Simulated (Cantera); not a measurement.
Mixture: CH₄ : CO : O₂ : N₂ = 1 : 0.09 : 4.65 : 17.5 (molar parts), at 28.6 atm, adiabatic and at constant pressure. Ignition delay is the time to a rise of 400 K.

Detailed kinetics in Cantera: GRI-Mech 3.0 (53 species, 325 reactions). The pressure lies above the range GRI-Mech 3.0 was tuned for (to about 10 atm).

Task: What does this change do: constant volume in place of constant pressure?

Result: 
```tsv
quantity	before	after
delay at 1050 K	12.2 ms	11.8 ms
delay at 1125 K	3.68 ms	3.52 ms
delay at 1200 K	1.31 ms	1.24 ms
delay at 1275 K	0.527 ms	0.498 ms
delay at 1350 K	0.235 ms	0.221 ms
delay at 1425 K	0.113 ms	0.106 ms
delay at 1500 K	58.3 µs	54.3 µs
apparent activation energy between 1350 and 1500 K	160 kJ/mol	160 kJ/mol
```

Task: What does this change do: pressure from 28.6 atm to 0.434 atm?

Result: 
```
quantity                                                before       after
--------------------------------------------------  ----------  ----------
delay at 1050 K                                        12.2 ms     0.681 s
delay at 1125 K                                        3.68 ms     0.187 s
delay at 1200 K                                        1.31 ms     57.6 ms
delay at 1275 K                                       0.527 ms     19.9 ms
delay at 1350 K                                       0.235 ms     7.81 ms
delay at 1425 K                                       0.113 ms     3.49 ms
delay at 1500 K                                        58.3 µs     1.76 ms
apparent activation energy between 1350 and 1500 K  160 kJ/mol  170 kJ/mol
```
